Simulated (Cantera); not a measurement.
Input: 1 mol Fe(CO)5, 0.46 mol O2, 4.6 mol N2, 0.46 mol H2, at 16.0 Pa.

These are equilibrium values from Cantera (NASA tables, ideal gas, pure condensed phases), not measurements of a reactor. Candidate condensed phases: C, C6H6, C7H8, C8H18, Fe, Fe(CO)5, FeO, Fe(OH)2, Fe(OH)3, Fe2O3, Fe3O4, H2O; 140 gas species. Mutual solubility and eutectic melting of coexisting phases are not modelled. The tables' stoichiometric FeO is somewhat more stable than real wüstite, so its field is too wide. FeO: taken at fixed stoichiometry. Kinetics and transport are ignored.

**Question.** Which condensed phases are stable at each of these points (T (K)): 723, 798, 873, 948, 1023, 1098, 1173, 1248, 1323, 1398, 1473, 1548, 1623?

**Answer.** 
| T (K) | condensed phases | Fe condensed (%) |
|---|---|---|
| 723 | Fe(α) | 100.0 |
| 798 | Fe(α) | 100.0 |
| 873 | Fe(α) | 100.0 |
| 948 | Fe(α) | 100.0 |
| 1023 | Fe(α) | 100.0 |
| 1098 | Fe(α) | 100.0 |
| 1173 | Fe(α) | 100.0 |
| 1248 | Fe(γ) + FeO(s) | 100.0 |
| 1323 | Fe(γ) + FeO(s) | 100.0 |
| 1398 | Fe(γ) + FeO(s) | 99.9 |
| 1473 | Fe(γ) + FeO(s) | 99.5 |
| 1548 | Fe(γ) + FeO(s) | 97.5 |
| 1623 | Fe(γ) + FeO(s) | 89.3 |

From 723 K to 1173 K the condensed part is Fe(α). From 1248 K to 1623 K the condensed part is Fe(γ) + FeO(s).
